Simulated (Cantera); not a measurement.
Charge: 1 mol Zr, 1.7 mol NH3, 29 mol H2, equilibrated at 2.50 Pa.

Equilibrium computed with Cantera from the NASA thermochemical tables; the gas is ideal and each condensed phase is pure. Candidate condensed phases: Zr, ZrN; 11 gas species. ZrN: taken at fixed stoichiometry. Rates play no part.

log p: log10 of the partial pressure in bar; n: condensed amount in mol.

| T (°C) | log p H | log p H2 | log p Zr | log p N2 | log p N | n ZrN(s) |
|---|---|---|---|---|---|---|
| 1827 | -4.94 | -4.87 | -8.84 | -6.67 | -11.78 | 0.998 |
| 1852 | -4.90 | -4.92 | -8.55 | -6.69 | -11.65 | 0.995 |
| 1877 | -4.86 | -4.96 | -8.27 | -6.70 | -11.52 | 0.991 |
| 1902 | -4.82 | -5.02 | -8.00 | -6.71 | -11.39 | 0.982 |
| 1927 | -4.79 | ___ | ___ | -6.71 | ___ | 0.965 |
| 1952 | -4.76 | -5.14 | -7.48 | -6.71 | -11.13 | 0.935 |
| 1977 | -4.73 | -5.21 | -7.24 | -6.70 | -11.00 | 0.882 |
| 2002 | -4.71 | -5.28 | -7.01 | -6.67 | -10.86 | 0.794 |
| 2027 | -4.69 | -5.36 | -6.80 | -6.62 | -10.72 | 0.651 |
| 2052 | -4.68 | ___ | ___ | ___ | ___ | ___ |
| 2077 | -4.67 | -5.53 | -6.41 | -6.46 | -10.41 | 0.102 |
| 2102 | -4.66 | -5.62 | -6.37 | -6.45 | -10.29 | 0 |
| 2127 | -4.65 | -5.71 | -6.38 | -6.45 | -10.18 | 0 |
| 2152 | -4.65 | -5.80 | -6.39 | -6.46 | -10.07 | 0 |

Question: Fill in the missing entries.

Answer: 
- 1927, log p H2: -5.07
- 1927, log p Zr: -7.73
- 1927, log p N: -11.26
- 2052, log p H2: -5.44
- 2052, log p Zr: -6.60
- 2052, log p N2: -6.55
- 2052, log p N: -10.57
- 2052, n ZrN(s): 0.432
